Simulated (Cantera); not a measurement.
A Cantera script and what it prints.

```python
import numpy as np
import cantera as ct

gas_names = """
    Fe H H2 H2S N NH NH2 NH3 N2 N2H2 N2H4 S SH SN S2 S8
""".split()
cond_names = """
    Fe(a) Fe(c) Fe(d) Fe(L) FeS(a) FeS(b) FeS(c) FeS(L) FeS2(s) S(cr1) S(cr2) S(L)
""".split()


# ... load() reads the species with a 1 bar reference pressure and builds the phases ...
atoms = {
    'FeS': {'Fe': 1, 'S': 1},
    'H2S': {'H': 2, 'S': 1},
    'N2': {'N': 2},
}
top_T = {'FeS2(s)': 1010}  # K; cautious upper limits of use, not melting points


# ... equilibrate(T, P, feed) seeds the gas with the atoms and calls Mixture.equilibrate('TP', solver="vcs", rtol=1e-11, max_steps=5000) ...
results = []
feed = {'FeS': 1, 'H2S': 1.1, 'N2': 1.5}  # mol
P = 101325  # Pa
for T in [700, 900, 1100, 1300, 1500, 1700, 1900]:
    mix = equilibrate(T, P, feed)
    results.append((T, P, feed, dict(zip(mix.species_names, mix.species_moles))))
    x = sorted(zip(gas.X, gas.species_names), reverse=True)
    print(f"T = {T:g} K  P = {P:g} Pa  gas = {mix.phase_moles(0):.4g} mol")
    print("   x: " + "  ".join(f"{s} {v:.3e}" for v, s in x if v > 1e-05))
    print("   condensed (mol): " + ("  ".join(f"{mix.phase(i).name} {mix.phase_moles(i):.4g}"
          for i in range(1, mix.n_phases) if mix.phase_moles(i) > 1e-12) or "none"))
```

Output:

```
T = 700 K  P = 101325 Pa  gas = 2.6 mol
   x: N2 5.769e-01  H2S 3.655e-01  H2 5.748e-02  NH3 9.936e-05
   condensed (mol): FeS(c) 0.8502  FeS2(s) 0.1498
T = 900 K  P = 101325 Pa  gas = 2.615 mol
   x: N2 5.735e-01  H2S 4.088e-01  H2 1.176e-02  S2 5.879e-03
   condensed (mol): FeS(c) 1
T = 1100 K  P = 101325 Pa  gas = 2.662 mol
   x: N2 5.634e-01  H2S 3.663e-01  H2 4.685e-02  S2 2.341e-02  SH 6.134e-05
   condensed (mol): FeS(c) 1
T = 1300 K  P = 101325 Pa  gas = 2.752 mol
   x: N2 5.450e-01  H2S 2.892e-01  H2 1.103e-01  S2 5.501e-02  SH 5.046e-04
   condensed (mol): FeS(c) 1
T = 1500 K  P = 101325 Pa  gas = 2.863 mol
   x: N2 5.240e-01  H2S 2.008e-01  H2 1.824e-01  S2 9.067e-02  SH 2.083e-03  S 1.217e-05
   condensed (mol): FeS(L) 1
T = 1700 K  P = 101325 Pa  gas = 2.96 mol
   x: N2 5.068e-01  H2 2.402e-01  H2S 1.287e-01  S2 1.187e-01  SH 5.505e-03  S 1.081e-04  H 7.174e-05
   condensed (mol): FeS(L) 1
T = 1900 K  P = 101325 Pa  gas = 3.029 mol
   x: N2 4.951e-01  H2 2.768e-01  S2 1.355e-01  H2S 8.065e-02  SH 1.096e-02  S 5.838e-04  H 4.147e-04  Fe 1.003e-05
   condensed (mol): FeS(L) 1
```

Equilibrium computed with Cantera from the NASA thermochemical tables; the gas is ideal and each condensed phase is pure. FeS: taken at fixed stoichiometry. Gases not in the tables: S3 to S7.
